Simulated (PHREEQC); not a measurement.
## Nickel, zinc or cadmium bath (model solution)

Consider water at 25 °C with 25 mmol/kgw ZnSO4 and 0.33 mmol/kgw H2SO4. Closed to the air; pH follows from the charge balance.

Computed with PHREEQC (ion-association model, phreeqc.dat).

The pH comes out as 3.46, the ionic strength is 0.0597 mol/kgw and the density comes out as 1.001 g/cm³. The total alkalinity is -0.660 meq/kg.

| species | molality | activity | log γ |
|---|---|---|---|
| Zn+2 | 0.0148 | 0.00653 | -0.356 |
| SO4-2 | 0.0138 | 0.00606 | -0.358 |
| ZnSO4 | 0.00914 | 0.00927 | 0.006 |
| Zn(SO4)2-2 | 0.00106 | 0.000457 | -0.364 |
| H+ | 0.000409 | 0.000346 | -0.072 |
| HSO4- | 0.000251 | 0.000204 | -0.091 |
| ZnOH+ | 2.55e-8 | 2.07e-8 | -0.091 |

Precipitation was switched off in this run.
